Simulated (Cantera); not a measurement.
Charge: 1 mol Fe2O3, 0.63 mol H2S, 1 mol N2, equilibrated at 1175 K and 143 Torr.

Cantera equilibrium calculation (NASA polynomials, part measured and part estimated; ideal gas, pure solids and liquids). Candidate condensed phases: Fe, FeO, Fe(OH)2, Fe(OH)3, FeS, FeSO4, FeS2, Fe2O3, Fe2(SO4)3, Fe3O4, H2O, H2SO4, S; 38 gas species. Mutual solubility and eutectic melting of coexisting phases are not modelled. FeS: taken at fixed stoichiometry. Gases not in the tables: S3 to S7. Kinetics and transport are ignored.

Base state: N2 0.556, H2O 0.338, SO2 0.0836, S2 0.00956, H2S 0.00643, H2 0.00558, S2O 0.000318, SO 7.97e-5 (mole fractions); condensed: FeS(s) + Fe3O4(s).

Task: What changes in the equilibrium state with this change: 1.2 mol CH4 added?

Result: 
```
species          before    after
-------------  --------  -------
H2              0.00558    0.457
N2                0.556    0.191
CO                    0    0.190
H2O               0.338    0.121
CO2                   0   0.0393
SO2              0.0836  5.04e-9
S2O            0.000318    <1e-9
S2              0.00956  9.63e-8
SO              7.97e-5  1.10e-9
FeS(s), mol       0.432    0.621
Fe3O4(s), mol     0.523        0
Fe(α), mol            0    0.416
FeO(s), mol           0    0.963
```
The tables' stoichiometric FeO is somewhat more stable than real wüstite, so its field is too wide. FeO, FeS: taken at fixed stoichiometry. Further candidate phases: C, C6H6, C7H8, C8H18, Fe(CO)5.
